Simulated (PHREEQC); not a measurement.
PHREEQC input (ion-association model, phreeqc.dat):

```
SOLUTION 0
  temp 25
  units mmol/kgw
  pH 7 charge
  S(6) 15
  Mg 15
  Cl 1.27
  Ca 0.63
  O(0) 1 O2(g) -0.68
SOLUTION 1-30
  temp 25
  units mmol/kgw
  pH 7 charge
  S(6) 0.64
  Mg 0.64
  Cl 0.01
  O(0) 1 O2(g) -0.68
END
EXCHANGE 1-30
  X 0.038
  -equilibrate 1
END
SELECTED_OUTPUT 1
  -reset false
  -pH true
  -pe true
  -ionic_strength true
  -water true
  -step true
  -totals Ca Cl Mg S S(-2) S(6)
  -molalities CaX2 MgX2
  -saturation_indices Gypsum
PRINT
  -reset false
TRANSPORT
  -cells 30
  -shifts 150
  -lengths 0.00666667
  -time_step 60
  -dispersivities 0.007
  -boundary_conditions flux flux
  -correct_disp true
  -punch_cells 30
  -punch_frequency 5
END
```

Selected output (columns that matter, 23 of 31 rows; pore volumes added in front):

```
pore volumes	pH	mu	Ca	Cl	Mg	S	m_CaX2	m_MgX2	si_Gypsum
0	5.0413	0.0023571	0	1e-05	0.00064	0.00064	0	0.019	-1000
0.1833	5.0413	0.0023571	0	1e-05	0.00064	0.00064	0	0.019	-1000
0.5167	5.0453	0.0027331	0	1.935e-05	0.00075123	0.00074656	0	0.019	-1000
0.6833	5.0808	0.0067637	6.1527e-20	0.00012748	0.0020376	0.0019789	9.4729e-19	0.019	-17.769
0.85	5.1366	0.015816	3.1175e-13	0.00040638	0.0053557	0.0051575	1.8704e-12	0.019	-10.867
1.1833	5.2063	0.032363	7.4417e-08	0.00099185	0.012321	0.01183	1.9873e-07	0.019	-5.3604
1.35	5.2196	0.036314	9.3331e-07	0.0011415	0.0141	0.013535	2.1864e-06	0.018998	-4.2444
1.6833	5.2285	0.039097	1.4265e-05	0.0012486	0.015361	0.014756	3.0709e-05	0.018969	-3.0492
1.85	5.2296	0.039446	3.207e-05	0.0012619	0.015502	0.014908	6.8297e-05	0.018932	-2.6961
2.0167	5.23	0.039584	5.9259e-05	0.0012671	0.015536	0.014967	0.00012555	0.018874	-2.4289
2.35	5.2303	0.039667	0.00013932	0.0012696	0.015486	0.014996	0.00029352	0.018706	-2.0573
2.5167	5.2304	0.039684	0.00018829	0.0012699	0.01544	0.014999	0.0003957	0.018604	-1.9264
2.6833	5.2305	0.039697	0.00023978	0.00127	0.01539	0.015	0.00050266	0.018497	-1.8214
3.0167	5.2306	0.03972	0.00034065	0.00127	0.015289	0.015	0.00071076	0.018289	-1.6688
3.1833	5.2307	0.03973	0.00038642	0.00127	0.015244	0.015	0.00080454	0.018195	-1.614
3.35	5.2307	0.039739	0.00042763	0.00127	0.015202	0.015	0.00088863	0.018111	-1.57
3.6833	5.2308	0.039753	0.00049497	0.00127	0.015135	0.015	0.0010253	0.017975	-1.5064
3.85	5.2309	0.039759	0.00052129	0.00127	0.015109	0.015	0.0010786	0.017921	-1.4839
4.1833	5.2309	0.039768	0.0005612	0.00127	0.015069	0.015	0.001159	0.017841	-1.4518
4.35	5.2309	0.039771	0.00057582	0.00127	0.015054	0.015	0.0011884	0.017812	-1.4406
4.5167	5.2309	0.039774	0.00058759	0.00127	0.015042	0.015	0.001212	0.017788	-1.4318
4.85	5.231	0.039777	0.0006044	0.00127	0.015026	0.015	0.0012457	0.017754	-1.4196
5.0167	5.231	0.039779	0.00061024	0.00127	0.01502	0.015	0.0012574	0.017743	-1.4154
```

Complexes and solids missing from the database can't appear.
